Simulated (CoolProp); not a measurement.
Properties of diethyl ether along the isotherm 274.85 °C (Tc = 194.7 °C, pc = 37.17 bar, ω = 0.282).

Computed with CoolProp (reference Helmholtz-energy equation of state, Thol 2014).

```tsv
p (bar)	phase	cv (kJ/(kg K))	isothermal compressibility (1/MPa)
1.43	gas	2.265	7.045
2.86	gas	2.266	3.550
4.29	gas	2.268	2.385
5.72	gas	2.271	1.804
7.15	gas	2.273	1.455
8.58	gas	2.275	1.223
10	gas	2.277	1.059
11.4	gas	2.279	0.9370
12.9	gas	2.282	0.8363
14.3	gas	2.284	0.7616
15.7	gas	2.286	0.7004
17.2	gas	2.289	0.6462
18.6	gas	2.291	0.6037
```
